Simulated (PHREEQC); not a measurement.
Acid rinse or clean: speciation

Consider water at 84 °C with 0.02 mol HNO3 and 4.9e-05 mol CuSO4 per kg of water. Closed to the air; pH follows from the charge balance.

The numbers come from PHREEQC with the ion-association model, phreeqc.dat.

```
Property                      Result
--------------------  --------------
pH                              1.76
ionic strength        0.0201 mol/kgw
specific conductance     20000 µS/cm
total alkalinity        -20.0 meq/kg
```

| species | molality | activity | log γ |
|---|---|---|---|
| NO3- | 0.0200 | 0.0170 | -0.071 |
| H+ | 0.0200 | 0.0175 | -0.057 |
| Cu+2 | 4.90e-5 | 2.73e-5 | -0.254 |
| HSO4- | 4.08e-5 | 3.49e-5 | -0.068 |
| SO4-2 | 8.19e-6 | 4.45e-6 | -0.265 |
| CuSO4 | 3.47e-8 | 3.49e-8 | 0.002 |

No solid was allowed to form. Constants without temperature data keep their 25 °C values here.
